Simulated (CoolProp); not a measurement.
R1224YDZ at 298.15 K and 0.0344 MPa is throttled through a valve to 0.0157 MPa with no heat exchange. Each further row changes one setting.

Model: reference Helmholtz-energy equation of state, Akasaka 2023, in CoolProp.

| case | temperature change (K) | final density (kg/m³) |
|---|---|---|
| as stated | -0.7 | 0.949 |
| outlet pressure 0.00471 MPa | -1.1 | 0.284 |
| outlet pressure 0.0204 MPa | -0.5 | 1.23 |
